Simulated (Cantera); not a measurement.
A closed system holds: 1 mol BF3, 1.2 mol NH3, 5.3 mol H2, equilibrated at 0.580 bar.

Equilibrium computed with Cantera from the NASA thermochemical tables; the gas is ideal and each condensed phase is pure. Candidate condensed phases: B, BN; 31 gas species. The tables' values for BF2, BH2 are old estimates; treat these amounts as uncertain. Equilibrium is a limit: real reactors are often held back by kinetics, nucleation or transport.

x: gas mole fraction; n: condensed amount in mol.

```tsv
T (°C)	x H2	x BF3	x N2	x HF	x BF2	x BHF2	n BN(s)
1327	0.799	0.102	0.0647	0.0301	0.000802	0.00380	0.0739
1377	0.797	0.100	0.0647	0.0314	0.00139	0.00472	0.0733
1427	0.796	0.0985	0.0648	0.0327	0.00232	___	0.0709
1477	0.794	0.0962	0.0650	0.0338	0.00375	0.00694	0.0662
1527	0.791	0.0934	0.0654	0.0349	0.00586	0.00821	0.0583
1577	0.789	0.0898	0.0660	0.0358	0.00886	0.00953	0.0458
1627	0.785	0.0853	0.0668	0.0365	0.0130	___	___
1677	0.780	0.0797	0.0681	0.0370	0.0183	0.0121	0
```

Question: Complete the blanks.

Answer: 
- 1427, x BHF2: 0.00577
- 1627, x BHF2: 0.0109
- 1627, n BN(s): 0.0271
